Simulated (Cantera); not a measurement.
Cantera run, input and output.

```python
import numpy as np
import cantera as ct

gas = ct.Solution("gri30.yaml")


def delay(T, t_max=10):
    gas.TPX = T, 550000, {'CH4': 1, 'C2H6': 0.24, 'C3H8': 0.038, 'O2': 2.75, 'N2': 10.4}
    reactor = ct.IdealGasReactor(gas, clone=False)
    net = ct.ReactorNet([reactor])
    net.rtol, net.atol = 1e-8, 1e-16
    while net.time < t_max:
        t_old, T_old = net.time, reactor.T
        net.step()
        if reactor.T > T + 400:  # ignition: a rise of 400 K
            return t_old + (T + 400 - T_old) / (reactor.T - T_old) * (net.time - t_old)
    return np.nan


taus = []
for T in [1000, 1050, 1100, 1150, 1200, 1250, 1300]:
    taus.append(delay(T))
    print(f"T0 = {T:6g} K   tau = {taus[-1]:.4e} s")
```

Output:

```
T0 =   1000 K   tau = 2.9467e-02 s
T0 =   1050 K   tau = 1.0820e-02 s
T0 =   1100 K   tau = 4.3201e-03 s
T0 =   1150 K   tau = 1.8672e-03 s
T0 =   1200 K   tau = 8.7420e-04 s
T0 =   1250 K   tau = 4.4338e-04 s
T0 =   1300 K   tau = 2.4247e-04 s
```

Computed with Cantera and GRI-Mech 3.0 (53 species, 325 reactions).
